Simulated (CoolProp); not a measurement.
Vapour-liquid equilibrium of ethanol (1) + o-xylene (2) at 0.512 bar; x and y are mole fractions of (1).

Computed with CoolProp (multi-fluid Helmholtz-energy mixture model, Schroeder 2014 and Zhou 2012; pair parameters Bell 2016).

```tsv
x	bubble temperature (°C)	y at the bubble point	dew temperature at overall composition x (°C)	liquid density (mol/L)
0.05	89.8	0.650	118.6	7.911
0.125	75.0	0.812	116.0	8.351
0.2	69.7	0.855	113.2	8.745
0.275	67.4	0.872	110.2	9.148
0.35	66.4	0.879	106.9	9.580
0.425	65.9	0.884	103.3	10.05
0.5	65.6	0.886	99.4	10.58
0.575	65.3	0.890	94.9	11.16
0.65	65.0	0.895	89.8	11.83
0.725	64.5	0.904	83.8	12.57
0.8	63.9	0.918	76.4	13.42
0.875	63.2	0.939	67.0	14.39
0.95	62.5	0.971	62.9	15.50
```

No azeotrope shows between x = 0.05 and 0.95.

Pair parameters are fitted to limited data, so mixtures are less certain than the pure fluids. With so large a gap from Raoult's law the liquid may split in two, which this calculation doesn't test in full.
